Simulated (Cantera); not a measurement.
# Premixed flame

A freely propagating, adiabatic, planar premixed flame of H2 : O2 : N2 = 1 : 0.238 : 1 (molar parts), unburnt at 400 K and 0.210 bar; mixture-averaged transport, grid criteria slope 0.08 and curve 0.16, no radiation.

Detailed kinetics in Cantera: the H2/O2 subset of GRI-Mech 3.0, which has no nitrogen chemistry. Burning velocities carry a grid error of a few per cent, more on coarse grids.

```json
[
 {"z (mm)": "-9.24", "T (K)": "400", "u (m/s)": "3.56", "x H2": "0.447", "x O2": "0.106", "x H": "<1e-8", "x H2O": "<1e-8", "x O": "<1e-8", "x H2O2": "<1e-8"},
 {"z (mm)": "-6.16", "T (K)": "400", "u (m/s)": "3.56", "x H2": "0.447", "x O2": "0.106", "x H": "<1e-8", "x H2O": "<1e-8", "x O": "<1e-8", "x H2O2": "<1e-8"},
 {"z (mm)": "-4.62", "T (K)": "400", "u (m/s)": "3.56", "x H2": "0.447", "x O2": "0.106", "x H": "<1e-8", "x H2O": "<1e-8", "x O": "<1e-8", "x H2O2": "<1e-8"},
 {"z (mm)": "-3.08", "T (K)": "400", "u (m/s)": "3.56", "x H2": "0.447", "x O2": "0.106", "x H": "<1e-8", "x H2O": "<1e-8", "x O": "<1e-8", "x H2O2": "<1e-8"},
 {"z (mm)": "-1.54", "T (K)": "415", "u (m/s)": "3.68", "x H2": "0.444", "x O2": "0.106", "x H": "9.54e-5", "x H2O": "0.000497", "x O": "4.86e-6", "x H2O2": "5.21e-6"},
 {"z (mm)": "-0.770", "T (K)": "653", "u (m/s)": "5.66", "x H2": "0.413", "x O2": "0.1000", "x H": "0.00884", "x H2O": "0.0196", "x O": "0.000157", "x H2O2": "1.03e-5"},
 {"z (mm)": "0", "T (K)": "1046", "u (m/s)": "8.83", "x H2": "0.307", "x O2": "0.0633", "x H": "0.0564", "x H2O": "0.100", "x O": "0.00255", "x H2O2": "2.79e-7"},
 {"z (mm)": "0.770", "T (K)": "1290", "u (m/s)": "10.8", "x H2": "0.216", "x O2": "0.0109", "x H": "0.0947", "x H2O": "0.201", "x O": "0.00225", "x H2O2": "1.67e-7"},
 {"z (mm)": "1.54", "T (K)": "1381", "u (m/s)": "11.5", "x H2": "0.205", "x O2": "0.00136", "x H": "0.0947", "x H2O": "0.221", "x O": "0.000998", "x H2O2": "1.12e-7"},
 {"z (mm)": "3.08", "T (K)": "1474", "u (m/s)": "12.2", "x H2": "0.211", "x O2": "0.000413", "x H": "0.0833", "x H2O": "0.224", "x O": "0.000803", "x H2O2": "1.05e-7"},
 {"z (mm)": "6.16", "T (K)": "1579", "u (m/s)": "13.0", "x H2": "0.220", "x O2": "0.000317", "x H": "0.0686", "x H2O": "0.226", "x O": "0.000675", "x H2O2": "8.44e-8"},
 {"z (mm)": "12.3", "T (K)": "1686", "u (m/s)": "13.8", "x H2": "0.230", "x O2": "0.000219", "x H": "0.0531", "x H2O": "0.228", "x O": "0.000489", "x H2O2": "5.42e-8"},
 {"z (mm)": "24.6", "T (K)": "1785", "u (m/s)": "14.5", "x H2": "0.238", "x O2": "0.000129", "x H": "0.0386", "x H2O": "0.230", "x O": "0.000299", "x H2O2": "2.95e-8"}
]
```
x: mole fraction of selected species; z is measured from the peak of heat release.

```json
{
 "laminar_burning_velocity": "356 cm/s",
 "thermal_thickness": "3.08 mm",
 "peak x(H)": "0.0968",
 "peak x(O)": "0.00328",
 "peak x(H2O2)": "1.70e-5",
 "grid_points": "155"
}
```
